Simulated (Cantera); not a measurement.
# Ignition delay

Mixture: 7.01 % C3H8, 19.5 % O2, 72.9 % N2, 0.617 % CO2, equivalence ratio 1.8, at 10.0 bar, adiabatic and at constant pressure. Ignition delay is the time to a rise of 400 K.

Model: GRI-Mech 3.0 (53 species, 325 reactions), integrated in Cantera. GRI-Mech 3.0 was tuned for natural gas; its chemistry of propane as a main component is partial and can be far from experiment.

```
T0 (K)  delay (ms)
------  ----------
1175          2.86
1250         0.735
1325         0.211
1400        0.0704
1475        0.0277
1550        0.0127
1625       0.00667
1700       0.00394
1775       0.00255
```

```
Item                                                     Value
--------------------------------------------------  ----------
apparent activation energy between 1625 and 1775 K  150 kJ/mol
```
